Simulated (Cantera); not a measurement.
A closed system holds: 1 mol Fe2O3, 6.5 mol CO, 4.5 mol N2, equilibrated at 1773 K and 1 atm.

Method: chemical equilibrium by Gibbs-energy minimisation in Cantera with the NASA 1993 tables (ideal gas, pure condensed phases). Candidate condensed phases: C, Fe, Fe(CO)5, FeO, Fe2O3, Fe3O4; 27 gas species. The tables' stoichiometric FeO is somewhat more stable than real wüstite, so its field is too wide. FeO: taken at fixed stoichiometry. The numbers say what is thermodynamically allowed, not how fast it happens.

Base state: CO 0.500, N2 0.409, CO2 0.0909, Fe 1.33e-5 (mole fractions); condensed: FeO(l).

### Question
What changes in the equilibrium state with this change: temperature from 1773 K to 2598 K?

### Answer
```tsv
species	before	after
CO	0.500	0.471
N2	0.409	0.400
CO2	0.0909	0.107
Fe	1.33e-5	0.0195
O2	<1e-9	0.000188
O	2.61e-9	0.000315
FeO	9.64e-8	0.00171
NO	1.67e-7	0.000579
FeO(l), mol	2.00	1.76
```
